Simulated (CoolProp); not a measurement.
Octamethylcyclotetrasiloxane (D4) along the isobar 4.06 MPa: density (kg/m³) from the reference equation and from simpler models built on Tc = 586.5 K, pc = 1.347 MPa, ω = 0.598; each cubic takes its own stable root.

Model: reference Helmholtz-energy equation of state, Thol 2015, in CoolProp.

| T (K) | phase | reference | van der Waals | Redlich-Kwong |
|---|---|---|---|---|
| 461.4 | liquid | 768.7 | 483.7 | 667.3 |
| 472.8 | liquid | 754.3 | 478.1 | 655.5 |
| 484.1 | liquid | (withheld) | 472.5 | 643.5 |
| 495.4 | liquid | 724.7 | 466.7 | (withheld) |
| 506.7 | liquid | 709.4 | 460.8 | 618.8 |
| 518.1 | liquid | (withheld) | 454.8 | 605.8 |
| 529.4 | liquid | (withheld) | 448.7 | 592.6 |
| 540.7 | liquid | 660.0 | (withheld) | 579.1 |
| 552 | liquid | 642.3 | 436.1 | 565.3 |
| 563.4 | liquid | 623.5 | 429.6 | 551.0 |
| 574.7 | liquid | 604.0 | 422.9 | 536.5 |
| 586 | liquid | 583.4 | (withheld) | 521.7 |
| 597.3 | supercritical | 561.6 | 409.2 | 506.5 |
| 608.7 | supercritical | 538.2 | 402.1 | 490.9 |
| 620 | supercritical | 513.6 | 394.9 | 475.2 |

### Question
What belongs in the gaps?

### Answer

- 484.1, reference: 739.7
- 495.4, Redlich-Kwong: 631.3
- 518.1, reference: 693.4
- 529.4, reference: 677.0
- 540.7, van der Waals: 442.5
- 586, van der Waals: 416.2
